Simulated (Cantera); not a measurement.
Input (Python, Cantera) and output of one run.

```python
import numpy as np
import cantera as ct

gas_names = """
    CL CL2 H HCL H2 N NH NH2 NH3 N2 N2H2 N2H4 Si SiCL SiCL2 SiCL3 SiCL4 SiH SiHCL3 SiH2 SiH2CL2 SiH3
    SiH3CL SiH4 SiN Si2 Si2N Si3
""".split()
cond_names = """
    NH4CL(a) NH4CL(b) Si(cr) Si(L) Si3N4(a)
""".split()


# ... load() reads the species with a 1 bar reference pressure and builds the phases ...
atoms = {
    'SiH2Cl2': {'Si': 1, 'H': 2, 'CL': 2},
    'Cl2': {'CL': 2},
    'N2': {'N': 2},
}
top_T = {'Si3N4(a)': 2400}  # K; cautious upper limits of use, not melting points


# ... equilibrate(T, P, feed) seeds the gas with the atoms and calls Mixture.equilibrate('TP', solver="vcs", rtol=1e-11, max_steps=5000) ...
results = []
feed = {'SiH2Cl2': 1, 'Cl2': 0.0043, 'N2': 100}  # mol
T = 1523  # K
P = 10000  # Pa
mix = equilibrate(T, P, feed)
results.append((T, P, feed, dict(zip(mix.species_names, mix.species_moles))))
x = sorted(zip(gas.X, gas.species_names), reverse=True)
print(f"T = {T:g} K  P = {P:g} Pa  gas = {mix.phase_moles(0):.4g} mol")
print("   x: " + "  ".join(f"{s} {v:.3e}" for v, s in x if v > 0.001))
print("   condensed (mol): " + ("  ".join(f"{mix.phase(i).name} {mix.phase_moles(i):.4g}"
      for i in range(1, mix.n_phases) if mix.phase_moles(i) > 1e-12) or "none"))
```

Result:

```
T = 1523 K  P = 10000 Pa  gas = 101.5 mol
   x: N2 9.806e-01  HCL 1.411e-02  H2 2.798e-03  SiCL2 1.926e-03
   condensed (mol): Si3N4(a) 0.2498
```

Equilibrium computed with Cantera from the NASA thermochemical tables; the gas is ideal and each condensed phase is pure. The tables' values for SiCl3 are old estimates; treat these amounts as uncertain.
